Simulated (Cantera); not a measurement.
Feed: 1 mol Ta(OEt)5, 0.013 mol H2O, 8.1 mol H2, held at 2148.15 K and 10.5 Torr.

Method: chemical equilibrium by Gibbs-energy minimisation in Cantera with the NASA 1993 tables (ideal gas, pure condensed phases). The feed counts by its element totals alone. TaC: taken at fixed stoichiometry. Condensed phases not in the tables: Ta2C. The numbers say what is thermodynamically allowed, not how fast it happens.

```
species            before     after
----------------  -------  --------
H2                  0.775     0.890
CO                  0.193     0.108
CH4               2.48e-6   0.00108
H                  0.0310   1.72e-8
C2H2 (acetylene)  0.00149     <1e-9
CO2               6.89e-9   9.64e-5
H2O               1.42e-7  0.000549
C(graphite), mol     3.91      7.48
TaC(s), mol          1.00         0
Ta2O5(s), mol           0     0.500
```
Gas species are given as mole fractions.

Question: Name the change that produced these shifts.
A. temperature from 2148.15 K to 923 K
B. temperature from 2148.15 K to 2275 K
C. temperature from 2148.15 K to 998.15 K
D. pressure from 10.5 Torr to 3.08 Torr

Answer: C, temperature from 2148.15 K to 998.15 K
